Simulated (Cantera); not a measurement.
A Cantera script and its output.

```python
import numpy as np
import cantera as ct

gas = ct.Solution("h2o2.yaml")
gas.TPX = 625, 100000, {'H2': 1, 'O2': 0.333, 'N2': 1.25}
flame = ct.FreeFlame(gas, width=0.04)
flame.set_refine_criteria(ratio=3, slope=0.08, curve=0.16)
flame.transport_model = "mixture-averaged"
flame.solve(loglevel=0, auto=True)
z, T = flame.grid, flame.T
thick = (T[-1] - T[0]) / np.gradient(T, z).max()
show = ['H2', 'O2', 'H2O2', 'HO2', 'O', 'H2O']
print(f"laminar burning velocity  {flame.velocity[0] * 100:.3f} cm/s")
print(f"burnt temperature         {T[-1]:.1f} K")
print(f"thermal thickness         {thick * 1e3:.4f} mm")
print(f"grid points               {len(z)}")
z0 = z[flame.heat_release_rate.argmax()]
print(f"{'z/mm':>9s}{'T/K':>9s}{'u/(m/s)':>9s}" + "".join(f"{s:>11s}" for s in show))
rows = []
for k in (-3, -2, -1.5, -1, -0.5, -0.25, 0, 0.25, 0.5, 1, 2, 4, 8):
    zz = z0 + k * thick
    rows.append([k * thick, np.interp(zz, z, T), np.interp(zz, z, flame.velocity),
                 *(np.interp(zz, z, flame.X[gas.species_index(s)]) for s in show)])
    print(f"{rows[-1][0] * 1e3:9.3f}{rows[-1][1]:9.1f}{rows[-1][2]:9.3f}" + "".join(f"{x:11.3e}" for x in rows[-1][3:]))
```

Output:

```
laminar burning velocity  962.399 cm/s
burnt temperature         2473.7 K
thermal thickness         0.4621 mm
grid points               140
     z/mm      T/K  u/(m/s)         H2         O2       H2O2        HO2          O        H2O
   -1.386    625.0    9.624  3.871e-01  1.289e-01  3.892e-16  1.904e-13  2.429e-17  7.153e-15
   -0.924    625.0    9.624  3.871e-01  1.289e-01  3.937e-15  3.331e-11  3.309e-14  2.159e-12
   -0.693    625.0    9.624  3.871e-01  1.289e-01  3.146e-13  2.387e-09  3.439e-12  1.417e-10
   -0.462    625.0    9.624  3.871e-01  1.289e-01  2.451e-10  5.680e-07  1.668e-09  5.792e-08
   -0.231    640.6    9.833  3.843e-01  1.288e-01  2.300e-06  2.199e-04  1.116e-05  7.419e-04
   -0.116    836.6   12.593  3.531e-01  1.233e-01  8.285e-06  1.669e-04  3.918e-04  1.802e-02
    0.000   1270.5   18.533  2.339e-01  7.921e-02  3.116e-06  7.011e-05  5.375e-03  1.117e-01
    0.116   1570.5   22.621  1.348e-01  2.161e-02  1.858e-06  1.854e-05  7.866e-03  2.186e-01
    0.231   1701.8   24.326  1.177e-01  8.572e-03  1.204e-06  6.939e-06  6.932e-03  2.442e-01
    0.462   1839.7   26.050  1.206e-01  5.440e-03  6.942e-07  4.017e-06  5.822e-03  2.526e-01
    0.924   1987.0   27.830  1.265e-01  3.916e-03  3.724e-07  2.651e-06  4.380e-03  2.596e-01
    1.848   2131.3   29.518  1.317e-01  2.509e-03  2.041e-07  1.640e-06  2.868e-03  2.677e-01
    3.696   2257.9   30.956  1.358e-01  1.396e-03  1.187e-07  9.432e-07  1.614e-03  2.758e-01
```

Detailed kinetics in Cantera: the H2/O2 subset of GRI-Mech 3.0, which has no nitrogen chemistry. Burning velocities carry a grid error of a few per cent, more on coarse grids.
